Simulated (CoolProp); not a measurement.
CH2F2 (R32) along the isotherm 342.3 K: fugacity coefficient from the reference equation and from simpler models built on Tc = 351.3 K, pc = 5.783 MPa, ω = 0.277; each cubic takes its own stable root.

Values from CoolProp's reference Helmholtz-energy equation of state, Tillner-Roth 1997.

```csv
p (MPa),phase,reference
1.61,gas,0.8844
3.21,gas,0.7742
6.43,liquid,0.5157
8.03,liquid,0.4288
9.64,liquid,0.3706
11.2,liquid,0.3302
12.9,liquid,0.2975
14.5,liquid,0.2739
```

Task: How far does each simpler model (van der Waals, Redlich-Kwong, Soave-Redlich-Kwong, Peng-Robinson) lie from the reference over these 8 states: mean and median of the absolute difference, and the worst?

Result: 
- van der Waals: mean 20.6 %, median 22.7 %, worst +33.7 % at 342.3 K and 14.5 MPa
- Redlich-Kwong: mean 10.5 %, median 11.8 %, worst +16.6 % at 342.3 K and 14.5 MPa
- Soave-Redlich-Kwong: mean 8.7 %, median 9.5 %, worst +14.0 % at 342.3 K and 14.5 MPa
- Peng-Robinson: mean 4.1 %, median 4.6 %, worst +7.0 % at 342.3 K and 14.5 MPa
